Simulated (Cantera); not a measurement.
Equilibrium for silicon nitride deposition: SiH2Cl2 + NH3 + H2

Feed: 1 mol SiH2Cl2, 0.57 mol NH3, 0.63 mol H2, at 875 K and 705 Torr.

These are equilibrium values from Cantera (NASA tables, ideal gas, pure condensed phases), not measurements of a reactor. Candidate condensed phases: NH4Cl, Si, Si3N4; 28 gas species. The tables' values for SiCl3 are old estimates; treat these amounts as uncertain. Kinetics and transport are ignored.

```yaml
x(H2): 0.810
x(SiCl4): 0.121
x(SiHCl3): 0.0623
x(HCl): 0.00344
x(SiH2Cl2): 0.00294
x(SiCl3): 0.000197
x(SiH3Cl): 3.33e-5
x(SiCl2): 1.86e-5
n(Si(s)): 0.0247 mol
n(Si3N4(s)): 0.142 mol
gas_amount: 2.938 mol
```
